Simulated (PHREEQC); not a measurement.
**Copper plating or etch bath**

Dissolve 36 mmol/kgw CuSO4, 0.66 mmol/kgw HBF4 and 83 mmol/kgw NaCl at 50 °C. Closed to the air; pH follows from the charge balance.

Model: ion-association model, wateq4f.dat, run in PHREEQC.

The pH comes out as 3.28 and the ionic strength comes out as 0.170 mol/kgw. The total alkalinity comes out as -2.64 meq/kg.

```json
[
 {"species": "Na+", "molality": "0.0800", "activity": "0.0593", "log γ": "-0.130"},
 {"species": "Cl-", "molality": "0.0783", "activity": "0.0559", "log γ": "-0.146"},
 {"species": "SO4-2", "molality": "0.0219", "activity": "0.00647", "log γ": "-0.530"},
 {"species": "Cu+2", "molality": "0.0210", "activity": "0.00689", "log γ": "-0.484"},
 {"species": "CuSO4", "molality": "0.0103", "activity": "0.0107", "log γ": "0.017"},
 {"species": "CuCl+", "molality": "0.00445", "activity": "0.00321", "log γ": "-0.142"}
]
```

Precipitation was switched off in this run. Complexes and solids missing from the database can't appear. At this temperature some constants are extrapolated from 25 °C, and those without enthalpy data are left unchanged. Real BF4- forms and hydrolyses slowly; the run takes it at equilibrium.
